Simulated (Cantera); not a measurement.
# Thermodynamics of carbon deposition, reforming and gasification, feed C6H6 + O2 + H2

Charge: 1 mol C6H6, 0.083 mol O2, 0.34 mol H2, equilibrated at 51.0 mbar.

Cantera equilibrium calculation (NASA polynomials, part measured and part estimated; ideal gas, pure solids and liquids). Candidate condensed phases: C, C6H6, C7H8, C8H18, H2O; 110 gas species. Kinetics and transport are ignored.

| T (K) | x H2 | x CH4 | x CO | x H2O | x CO2 | n C(graphite) |
|---|---|---|---|---|---|---|
| 748 | 0.831 | 0.117 | 0.00967 | 0.0395 | 0.00286 | 5.61 |
| 848 | 0.924 | 0.0279 | 0.0345 | 0.0120 | 0.00139 | 5.79 |
| 948 | 0.945 | 0.00781 | 0.0453 | 0.00212 | 0.000184 | 5.81 |
| 1048 | 0.950 | 0.00269 | 0.0470 | 0.000426 | 2.50e-5 | 5.83 |
| 1148 | 0.952 | 0.00110 | 0.0473 | 0.000110 | 4.64e-6 | 5.83 |
| 1248 | 0.952 | 0.000515 | 0.0473 | 3.53e-5 | 1.13e-6 | 5.83 |
| 1348 | 0.952 | 0.000270 | 0.0473 | 1.34e-5 | 3.41e-7 | 5.83 |
| 1448 | 0.952 | 0.000154 | 0.0473 | 5.83e-6 | 1.22e-7 | 5.83 |
| 1548 | 0.952 | 9.49e-5 | 0.0473 | 2.82e-6 | 5.04e-8 | 5.83 |
| 1648 | 0.952 | 6.19e-5 | 0.0473 | 1.50e-6 | 2.32e-8 | 5.83 |
| 1748 | 0.952 | 4.25e-5 | 0.0473 | 8.54e-7 | 1.18e-8 | 5.83 |
x: gas mole fraction; n: condensed amount in mol.

From 748 K to 1748 K the condensed part is C(graphite). The main C-bearing gas is CH4 at 748 K and CO at 1748 K.
